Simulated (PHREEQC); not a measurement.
Synthetic water in mmol/kgw, 80 °C, pH 6.31, pe 8.8:

```tsv
constituent	mmol/kgw
Na	83.4
K	2.48
Ca	0.458
Mg	4.46
Cl	86.9
S(6)	5.09
Alkalinity (meq/kgw)	2.87
Ni	0.0373
N(5)	0.132
```

Cl is adjusted to close the charge balance.
Valence states are taken as typed.

Computed with PHREEQC (ion-association model, wateq4f.dat).

No solid was allowed to form.

### Question
Order these S species by the share of S that they hold, largest first: KSO4-, SO4-2, MgSO4, CaSO4, NaSO4-.

### Answer
SO4-2 (66 %), MgSO4 (21 %), NaSO4- (12 %), CaSO4 (0.94 %), KSO4- (0.82 %)

The pH is 6.31 and the ionic strength 0.0999 mol/kgw. At this temperature some constants are extrapolated from 25 °C, and those without enthalpy data are left unchanged. The database's nickel carbonate constants are estimates that later reviews lower a good deal.
